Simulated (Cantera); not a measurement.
Adiabatic ignition

An adiabatic, constant-volume homogeneous reactor starts with CO : H₂ : O₂ : N₂ : CO₂ = 1 : 0.51 : 2.7 : 16.9 : 0.41 (molar parts), equivalence ratio 0.28, at 1700 K and 15000 Torr.

Model: GRI-Mech 3.0 (53 species, 325 reactions), integrated in Cantera. The hydrogen kinetics of GRI-Mech 3.0 are dated; newer H2 mechanisms differ, most at raised pressure. The pressure lies above the range GRI-Mech 3.0 was tuned for (to about 10 atm).

| t (s) | T (K) | P (bar) | x CO | x H₂ | x O₂ | x HO₂ | x H |
|---|---|---|---|---|---|---|---|
| 4.00e-6 | 2053 | 23.7 | 0.0260 | 0.000342 | 0.103 | 4.87e-5 | 0.000438 |
| 8.45e-6 | 2205 | 25.2 | 0.0110 | 0.000225 | 0.0968 | 2.07e-5 | 0.000208 |
| 1.79e-5 | 2293 | 26.1 | 0.00314 | 8.97e-5 | 0.0941 | 8.03e-6 | 4.86e-5 |
| 3.78e-5 | 2319 | 26.4 | 0.000907 | 4.25e-5 | 0.0934 | 5.49e-6 | 1.61e-5 |
| 7.98e-5 | 2323 | 26.4 | 0.000586 | 3.62e-5 | 0.0933 | 5.25e-6 | 1.29e-5 |
| 0.000169 | 2323 | 26.4 | 0.000578 | 3.61e-5 | 0.0933 | 5.24e-6 | 1.28e-5 |
| 0.000357 | 2323 | 26.4 | 0.000577 | 3.60e-5 | 0.0932 | 5.23e-6 | 1.28e-5 |
| 0.000754 | 2322 | 26.4 | 0.000575 | 3.59e-5 | 0.0931 | 5.22e-6 | 1.27e-5 |
| 0.00159 | 2320 | 26.4 | 0.000570 | 3.56e-5 | 0.0928 | 5.18e-6 | 1.26e-5 |
| 0.00337 | 2317 | 26.3 | 0.000561 | 3.51e-5 | 0.0922 | 5.10e-6 | 1.23e-5 |
| 0.00711 | 2311 | 26.3 | 0.000546 | 3.43e-5 | 0.0912 | 4.98e-6 | 1.18e-5 |
| 0.0150 | 2304 | 26.2 | 0.000526 | 3.32e-5 | 0.0899 | 4.81e-6 | 1.12e-5 |
| 0.0318 | 2297 | 26.1 | 0.000509 | 3.22e-5 | 0.0887 | 4.66e-6 | 1.07e-5 |
| 0.0672 | 2295 | 26.1 | 0.000502 | 3.19e-5 | 0.0883 | 4.61e-6 | 1.05e-5 |
| 0.142 | 2295 | 26.1 | 0.000502 | 3.19e-5 | 0.0883 | 4.61e-6 | 1.05e-5 |
| 0.300 | 2295 | 26.1 | 0.000502 | 3.19e-5 | 0.0883 | 4.61e-6 | 1.05e-5 |
x: mole fraction; the columns are a selection and need not sum to one.

```yaml
time_of_steepest_temperature_rise: 1.37 µs
temperature at 0.300 s: 2295 K
equilibrium_temperature: 2295 K
x(CO) at 0.300 s: 0.000502 (gas-phase equilibrium 0.000502)
x(H₂) at 0.300 s: 3.19e-5 (gas-phase equilibrium 3.19e-5)
x(O₂) at 0.300 s: 0.0883 (gas-phase equilibrium 0.0883)
```
